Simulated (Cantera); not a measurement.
What does this Cantera script print?

```python
import numpy as np
import cantera as ct

gas_names = """
    Fe FeO Fe(OH)2 H HO2 H2 H2O H2O2 H2S H2SO4 O OH O2 O3 S SH SO SO2 SO3 S2 S2O S8
""".split()
cond_names = """
    Fe(a) Fe(c) Fe(d) Fe(L) FeO(s) FeO(L) Fe(OH)2(s) Fe(OH)3(s) FeS(a) FeS(b) FeS(c) FeS(L) FeSO4(s)
    FeS2(s) Fe2O3(s) Fe2S3O12(s) Fe3O4(s) H2O(s) H2O(L) H2SO4(L) S(cr1) S(cr2) S(L)
""".split()


# ... load() reads the species with a 1 bar reference pressure and builds the phases ...
atoms = {
    'Fe2O3': {'Fe': 2, 'O': 3},
    'SO3': {'S': 1, 'O': 3},
    'H2O': {'H': 2, 'O': 1},
}
top_T = {'FeSO4(s)': 950, 'FeS2(s)': 1010, 'Fe2O3(s)': 1830, 'Fe2S3O12(s)': 1100, 'Fe3O4(s)': 1870}  # K; cautious upper limits of use, not melting points


# ... equilibrate(T, P, feed) seeds the gas with the atoms and calls Mixture.equilibrate('TP', solver="vcs", rtol=1e-11, max_steps=5000) ...
results = []
feed = {'Fe2O3': 1, 'SO3': 0.11, 'H2O': 0.18}  # mol
P = 410000  # Pa
for T in [723, 748, 773, 798, 823, 848, 873, 898]:
    mix = equilibrate(T, P, feed)
    results.append((T, P, feed, dict(zip(mix.species_names, mix.species_moles))))

top = {s: max(r[3][s] / sum(r[3][g] for g in gas_names) for r in results) for s in gas_names}
cols = sorted((s for s in top if top[s] > 1e-05), key=lambda s: -top[s])[:7]
seen = [c for c in cond_names if any(r[3].get(c, 0) > 1e-12 for r in results)]
print("log10 of partial pressures in bar; condensed amounts in mol")
print(f"{'T/K':>10s}" + "".join(f"{s[:9]:>10s}" for s in cols + seen))
for T, P, feed, n in results:
    ng = sum(n[g] for g in gas_names)
    print(f"{T:10.4g}" + "".join(f"{np.log10(max(n[s] / ng * P / 1e5, 1e-99)):10.3f}" for s in cols)
          + "".join(f"{n.get(c, 0):10.4g}" for c in seen))
```

Output:

```
log10 of partial pressures in bar; condensed amounts in mol
       T/K       H2O       SO2       SO3        O2     H2SO4  Fe2O3(s) Fe2S3O12(
       723     0.613    -4.202    -4.232    -4.503    -4.146    0.9633   0.03666
       748     0.613    -3.741    -3.778    -4.042    -3.919    0.9633   0.03666
       773     0.613    -3.310    -3.354    -3.612    -3.706    0.9633   0.03665
       798     0.612    -2.907    -2.958    -3.208    -3.506    0.9634   0.03663
       823     0.612    -2.528    -2.585    -2.829    -3.318    0.9634   0.03658
       848     0.611    -2.172    -2.235    -2.473    -3.141    0.9635   0.03647
       873     0.609    -1.836    -1.904    -2.137    -2.975    0.9637   0.03625
       898     0.605    -1.520    -1.593    -1.821    -2.819    0.9642   0.03581
```

These are equilibrium values from Cantera (NASA tables, ideal gas, pure condensed phases), not measurements of a reactor.
